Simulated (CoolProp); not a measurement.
Methane at several states: fugacity coefficient from the reference equation and from simpler models built on Tc = 190.6 K, pc = 4599 kPa, ω = 0.011; each cubic takes its own stable root.

Computed with CoolProp (reference Helmholtz-energy equation of state, Setzmann 1991).

```csv
T (K),p (kPa),phase,reference,van der Waals,Soave-Redlich-Kwong
221.9,7100,supercritical,0.6971,0.6928,0.6965
158.9,4180,liquid,0.3253,0.4453,0.3312
205.4,153,gas,0.9911,0.9918,0.9909
258.9,1880,gas,0.9481,0.9449,0.9478
```
